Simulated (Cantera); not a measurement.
An adiabatic, constant-volume homogeneous reactor starts with CH₃OH : O₂ : N₂ = 1 : 0.682 : 4.91 (molar parts), at 1525 K and 10.0 bar.

Detailed kinetics in Cantera: GRI-Mech 3.0 (53 species, 325 reactions). GRI-Mech 3.0 was tuned for natural gas; its chemistry of methanol as a main component is partial and can be far from experiment.

One state of this run: T (K) = 2575; P (bar) = 20.3; x CH₃OH = 6.25e-12; x O₂ = 7.43e-6; x CO = 0.103; x N₂O = 3.07e-8; x NO₂ = 3.05e-9. x: mole fraction; the columns are a selection and need not sum to one.

Which value of t (s) does it belong to?
A. 0.000134
B. 3.30e-5
C. 8.13e-6
D. 0.149

D, 0.149
